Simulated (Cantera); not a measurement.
Charge: 1 mol N₂O, a varied amount of H₂, 34 mol N₂, held at 1773 K and 9750 Torr.

These are equilibrium values from Cantera (NASA tables, ideal gas, pure condensed phases), not measurements of a reactor. Candidate condensed phases: H₂O; 24 gas species. Rates play no part.

Q: At 2.6 mol H₂, list the 4 most abundant gas species with their mole fractions, and the condensed phases.

A: N₂ 0.931, H₂ 0.0425, H₂O 0.0266, H 1.63e-5. Condensed: gas only.
